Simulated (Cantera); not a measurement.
A perfectly stirred reactor is fed with 4.00 % NH3, 96.0 % N2, at 0.0132 atm; it is held at 2025 K, and followed from long to short residence time.

Cantera simulation using the gas-phase N/H chemistry of the illustrative SiF4/NH3 mechanism in the Surface Chemkin manual (1991); the numbers are that mechanism's predictions, not measurements. Walls and surfaces, which speed up NH3 decomposition in real reactors, are not modelled.

### Question
Predict: x(NH3) at τ = 0.970 s; x(H) at τ = 0.970 s; x(N2H2) at τ = 0.970 s; x(NH) at τ = 0.970 s; x(NH3) at τ = 13.0 ms; x(H) at τ = 13.0 ms; x(N2H2) at τ = 13.0 ms; x(NH) at τ = 13.0 ms.

### Answer
| Property | Value |
|---|---|
| x(NH3) at τ = 0.970 s | 0.0190 |
| x(H) at τ = 0.970 s | 8.92e-5 |
| x(N2H2) at τ = 0.970 s | 2.49e-7 |
| x(NH) at τ = 0.970 s | 1.08e-5 |
| x(NH3) at τ = 13.0 ms | 0.0397 |
| x(H) at τ = 13.0 ms | 1.35e-6 |
| x(N2H2) at τ = 13.0 ms | 8.48e-8 |
| x(NH) at τ = 13.0 ms | 1.73e-6 |
